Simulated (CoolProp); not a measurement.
Nitrogen at 431.31 K and 1.28 MPa flows at 0.78 m/s in a round tube of 2 mm bore and 1.5 µm roughness, fully developed (64/Re and Nu = 3.66 if laminar; Colebrook and Gnielinski if turbulent). Each further row changes one setting.

Values from CoolProp's reference Helmholtz-energy equation of state, Span 2000.

```json
[
 {"case": "as stated", "Reynolds number": "659", "Darcy friction factor": "0.0971", "pressure drop (Pa/m)": "147", "heat-transfer coefficient (W/(m² K))": "64.2", "mass flow (kg/h)": "0.0878"},
 {"case": "velocity 1.56 m/s", "Reynolds number": "1320", "Darcy friction factor": "0.0485", "pressure drop (Pa/m)": "294", "heat-transfer coefficient (W/(m² K))": "64.2", "mass flow (kg/h)": "0.176"},
 {"case": "diameter 4 mm", "Reynolds number": "1320", "Darcy friction factor": "0.0485", "pressure drop (Pa/m)": "36.8", "heat-transfer coefficient (W/(m² K))": "32.1", "mass flow (kg/h)": "0.351"}
]
```

Viscosity comes from a separate model (Lemmon 2004). Thermal conductivity comes from a separate model (Lemmon 2004).
